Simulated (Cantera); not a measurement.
V2O5 + H2 (hydrogen reduction and annealing atmospheres)

Charge: 1 mol V2O5, 84 mol H2, equilibrated at 0.690 Torr.

Method: chemical equilibrium by Gibbs-energy minimisation in Cantera with the NASA 1993 tables (ideal gas, pure condensed phases). Candidate condensed phases: H2O, V, VO, V2O3, V2O4, V2O5; 12 gas species. VO: taken at fixed stoichiometry. Condensed phases not in the tables: the oxides between V2O3 and V2O5 other than VO2. Equilibrium is a limit: real reactors are often held back by kinetics, nucleation or transport.

```csv
T (°C),x H2,x H,x H2O,x VO2,x VO,x OH,x V,n V2O3(s),n VO(s)
427,0.976,<1e-12,0.0238,<1e-12,<1e-12,<1e-12,<1e-12,1.00,0
577,0.976,6.67e-10,0.0238,<1e-12,<1e-12,<1e-12,<1e-12,1.00,0
727,0.976,7.39e-8,0.0238,<1e-12,<1e-12,3.99e-12,<1e-12,1.00,0
877,0.976,2.43e-6,0.0238,8.84e-12,<1e-12,3.58e-10,<1e-12,1.00,0
1027,0.976,3.60e-5,0.0238,2.98e-9,1.60e-11,1.15e-8,<1e-12,1.00,0
1177,0.976,0.000308,0.0238,2.91e-7,4.44e-9,1.80e-7,2.61e-12,1.000,0
1327,0.974,0.00177,0.0238,1.17e-5,4.13e-7,1.69e-6,7.51e-10,0.999,0
1477,0.969,0.00755,0.0236,0.000242,1.71e-5,1.08e-5,7.99e-8,0.989,0
1627,0.949,0.0255,0.0221,0.00296,0.000392,4.87e-5,4.23e-6,0.857,0
1777,0.891,0.0706,0.0168,0.0168,0.00448,0.000146,0.000118,0,0.0935
1927,0.796,0.166,0.0164,0.0153,0.00575,0.000475,0.000250,0,0
```
x: gas mole fraction; n: condensed amount in mol.

From 427 °C to 1627 °C the condensed part is V2O3(s). At 1777 °C the condensed part is VO(s). At 1927 °C nothing is condensed.
